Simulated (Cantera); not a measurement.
Input: 1 mol Cr, 0.11 mol N2O, 0.82 mol N2, held at 2250 K and 0.133 bar.

Method: chemical equilibrium by Gibbs-energy minimisation in Cantera with the NASA 1993 tables (ideal gas, pure condensed phases). Candidate condensed phases: Cr, CrN, Cr2N, Cr2O3; 14 gas species. Mutual solubility and eutectic melting of coexisting phases are not modelled. Equilibrium is a limit: real reactors are often held back by kinetics, nucleation or transport.

Base state: N2 0.901, Cr 0.0957, CrO 0.00297, CrO2 3.57e-5 (mole fractions); condensed: Cr(l) + Cr2O3(s).

Problem. What changes in the equilibrium state with this change: pressure from 0.133 bar to 1.80 bar?

Solution. 
| species | before | after |
|---|---|---|
| N2 | 0.901 | 0.993 |
| Cr | 0.0957 | 0.00709 |
| CrO | 0.00297 | 0.000220 |
| CrO2 | 3.57e-5 | 2.64e-6 |
| Cr(l), mol | 0.827 | 0.920 |
| Cr2O3(s), mol | 0.0356 | 0.0366 |
